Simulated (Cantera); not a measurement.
**Equilibrium for silicon carbide growth: (CH3)2SiCl2 + CH4 + H2 + C2H2**

Charge: 1 mol (CH3)2SiCl2, 0.11 mol CH4, 94 mol H2, 0.03 mol C2H2, equilibrated at 0.410 bar.

These are equilibrium values from Cantera (NASA tables, ideal gas, pure condensed phases), not measurements of a reactor. Candidate condensed phases: C, C6H6, C7H8, C8H18, Si, SiC; 109 gas species. The feed counts by its element totals alone. The tables' values for SiCl are old estimates; treat these amounts as uncertain. Gases not in the tables: Si2H6 and higher silanes. Equilibrium is a limit: real reactors are often held back by kinetics, nucleation or transport.

```csv
T (K),log p H2,log p HCl,log p H,log p C2H2 (acetylene),log p CH4,log p Cl,log p Si,log p SiCl2,n C(graphite),n SiC(s)
1575,-0.40,-2.08,-4.58,-5.07,-3.53,-6.36,-9.26,-5.25,1.10,0.999
1625,-0.40,-2.08,-4.35,-4.85,-3.63,-6.14,-8.73,-5.16,1.11,0.998
1675,-0.40,-2.08,-4.13,-4.63,-3.71,-5.92,-8.23,-5.08,1.11,0.998
1725,-0.40,-2.08,-3.93,-4.43,-3.79,-5.72,-7.77,-5.00,1.12,0.998
1775,-0.40,-2.08,-3.74,-4.24,-3.87,-5.53,-7.33,-4.93,1.11,0.997
1825,-0.40,-2.08,-3.55,-4.06,-3.94,-5.36,-6.91,-4.86,1.10,0.996
1875,-0.40,-2.08,-3.38,-3.90,-4.01,-5.19,-6.52,-4.79,1.09,0.996
1925,-0.40,-2.08,-3.22,-3.74,-4.08,-5.03,-6.15,-4.73,1.07,0.995
1975,-0.40,-2.08,-3.06,-3.58,-4.14,-4.87,-5.79,-4.68,1.03,0.994
2025,-0.40,-2.08,-2.91,-3.44,-4.20,-4.73,-5.46,-4.62,0.987,0.992
2075,-0.40,-2.08,-2.77,-3.30,-4.25,-4.59,-5.14,-4.57,0.927,0.989
2125,-0.40,-2.08,-2.64,-3.18,-4.31,-4.46,-4.83,-4.52,0.849,0.985
2175,-0.40,-2.09,-2.51,-3.05,-4.36,-4.33,-4.54,-4.48,0.750,0.978
2225,-0.40,-2.09,-2.39,-2.93,-4.41,-4.22,-4.27,-4.44,0.627,0.966
```
log p: log10 of the partial pressure in bar; n: condensed amount in mol.

From 1575 K to 2225 K the condensed part is C(graphite) + SiC(s). The main Si-bearing gas is SiCl2 at 1575 K and Si at 2225 K. The share of Si in condensed phases is highest at 1575 K (99.9 %) and lowest at 2225 K (96.6 %).
